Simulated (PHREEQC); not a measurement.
Consider water at 25 °C with 0.004 mol/kgw H2SO4, 0.029 mol/kgw LiCl and 0.2 mol/kgw MnSO4. Closed to the air; pH follows from the charge balance.

All values are PHREEQC results (ion-association model, phreeqc.dat), not measurements.

```tsv
quantity	before	after
pH	2.72	2.38
Mn+2 (mol/kgw)	0.103	0.0137
SO4-2 (mol/kgw)	0.102	0.0147
MnSO4 (mol/kgw)	0.0940	0.00561
HSO4- (mol/kgw)	0.00553	0.00295
SI of Pyrochroite (Mn(OH)2)	-11.33	-12.69
```

**Question.** Which change was made?
A) LiCl from 0.029 to 0.29 mol/kgw
B) LiCl left out
C) diluted 2-fold with water
D) diluted 10-fold with water
E) MnSO4 from 0.2 to 0.02 mol/kgw

**Answer.** E, MnSO4 from 0.2 to 0.02 mol/kgw

This is a speciation only: nothing precipitates in the calculation.
